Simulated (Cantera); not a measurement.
A Cantera script and its output.

```python
import numpy as np
import cantera as ct

gas = ct.Solution("gri30.yaml")
gas.TPX = 2375, 13000, {'CH4': 0.025, 'H2': 1, 'H2O': 0.0026}
reactor = ct.IdealGasConstPressureReactor(gas, energy="off", clone=False)
net = ct.ReactorNet([reactor])
net.rtol, net.atol = 1e-08, 1e-18
show = ['CH4', 'H2', 'C2H4', 'CH2', 'C2H2', 'H', 'C2H6']
times = np.geomspace(9e-05, 200, 14)

steps = ct.SolutionArray(gas, extra=["t"])
rows = []
print(f"{'t/s':>10s}{'T/K':>9s}{'P/Pa':>11s}" + "".join(f"{s:>11s}" for s in show))
for t in times:
    while net.time < t:
        t_next = net.step()
        steps.append(gas.state, t=t_next)
    rows.append([np.interp(t, steps.t, y) for y in (steps.T, steps.P, *steps(*show).X.T)])
    print(f"{t:10.3e}{rows[-1][0]:9.1f}{rows[-1][1]:11.4g}" + "".join(f"{x:11.3e}" for x in rows[-1][2:]))
rate = np.gradient(steps.T, steps.t)
print("integrator steps:", len(steps.t))
if steps.T.max() > steps.T[0] + 200:
    print(f"time of steepest temperature rise: {steps.t[rate.argmax()]:.4e} s")
gas.TPX = 2375, 13000, {'CH4': 0.025, 'H2': 1, 'H2O': 0.0026}
gas.equilibrate("TP")
print(f"equilibrium (TP): T = {gas.T:.1f} K  " + "  ".join(f"{s} {gas[s].X[0]:.3e}" for s in show))
```

Result:

```
       t/s      T/K       P/Pa        CH4         H2       C2H4        CH2       C2H2          H       C2H6
 9.000e-05   2375.0    1.3e+04  2.059e-02  9.658e-01  7.172e-05  3.024e-05  1.680e-04  7.750e-03  2.036e-06
 2.770e-04   2375.0    1.3e+04  1.308e-02  9.599e-01  1.071e-04  8.496e-05  3.096e-03  1.698e-02  2.126e-06
 8.525e-04   2375.0    1.3e+04  3.709e-03  9.598e-01  1.807e-05  5.381e-05  8.965e-03  2.331e-02  2.337e-07
 2.624e-03   2375.0    1.3e+04  7.116e-04  9.568e-01  2.897e-06  1.767e-05  1.088e-02  2.871e-02  1.042e-08
 8.074e-03   2375.0    1.3e+04  2.428e-04  9.527e-01  1.856e-06  8.587e-06  1.077e-02  3.368e-02  1.396e-09
 2.485e-02   2375.0    1.3e+04  9.223e-05  9.497e-01  1.537e-06  4.049e-06  1.039e-02  3.734e-02  2.218e-10
 7.648e-02   2375.0    1.3e+04  2.940e-05  9.488e-01  1.476e-06  1.370e-06  1.036e-02  3.837e-02  2.549e-11
 2.354e-01   2375.0    1.3e+04  2.853e-05  9.488e-01  1.475e-06  1.330e-06  1.036e-02  3.838e-02  2.417e-11
 7.244e-01   2375.0    1.3e+04  2.853e-05  9.488e-01  1.475e-06  1.330e-06  1.036e-02  3.838e-02  2.417e-11
 2.229e+00   2375.0    1.3e+04  2.853e-05  9.488e-01  1.475e-06  1.330e-06  1.036e-02  3.838e-02  2.417e-11
 6.861e+00   2375.0    1.3e+04  2.853e-05  9.488e-01  1.475e-06  1.330e-06  1.036e-02  3.838e-02  2.417e-11
 2.112e+01   2375.0    1.3e+04  2.853e-05  9.488e-01  1.475e-06  1.330e-06  1.036e-02  3.838e-02  2.417e-11
 6.499e+01   2375.0    1.3e+04  2.853e-05  9.488e-01  1.475e-06  1.330e-06  1.036e-02  3.838e-02  2.417e-11
 2.000e+02   2375.0    1.3e+04  2.853e-05  9.488e-01  1.475e-06  1.330e-06  1.036e-02  3.838e-02  2.417e-11
integrator steps: 1337
equilibrium (TP): T = 2375.0 K  CH4 2.875e-05  H2 9.488e-01  C2H4 1.475e-06  CH2 1.341e-06  C2H2 1.036e-02  H 3.838e-02  C2H6 2.450e-11
```

Model: GRI-Mech 3.0 (53 species, 325 reactions), integrated in Cantera. GRI-Mech 3.0 stops at C3 and has no aromatics, soot or wall deposition, so with more carbon than oxygen in the feed, carbon stays in small species such as C2H2 where larger ones or solid carbon would form.
